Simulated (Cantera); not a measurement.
A perfectly stirred reactor is fed with C₂H₄ : H₂ = 1 : 1.1 (molar parts), at 0.0230 bar; it is held at 1773 K, and followed from long to short residence time.

Detailed kinetics in Cantera: GRI-Mech 3.0 (53 species, 325 reactions). GRI-Mech 3.0 was tuned for natural gas; its chemistry of ethylene as a main component is partial and can be far from experiment. GRI-Mech 3.0 stops at C3 and has no aromatics, soot or wall deposition, so with more carbon than oxygen in the feed, carbon stays in small species such as C2H2 where larger ones or solid carbon would form. Radical loss at walls, strong at low pressure, is not modelled.

Problem. Predict: x(C₂H₄) at τ = 21.0 s; x(H₂) at τ = 21.0 s; x(C₂H₂) at τ = 21.0 s; x(H) at τ = 21.0 s; x(CH₄) at τ = 21.0 s; x(C₂H₄) at τ = 35.0 ms; x(H₂) at τ = 35.0 ms; x(C₂H₂) at τ = 35.0 ms; x(H) at τ = 35.0 ms; x(CH₄) at τ = 35.0 ms.

Solution. 
```
Quantity                   Value
----------------------  --------
x(C₂H₄) at τ = 21.0 s   0.000161
x(H₂) at τ = 21.0 s        0.676
x(C₂H₂) at τ = 21.0 s      0.322
x(H) at τ = 21.0 s       0.00149
x(CH₄) at τ = 21.0 s    0.000491
x(C₂H₄) at τ = 35.0 ms    0.0717
x(H₂) at τ = 35.0 ms       0.654
x(C₂H₂) at τ = 35.0 ms     0.274
x(H) at τ = 35.0 ms     0.000104
x(CH₄) at τ = 35.0 ms    6.71e-5
```
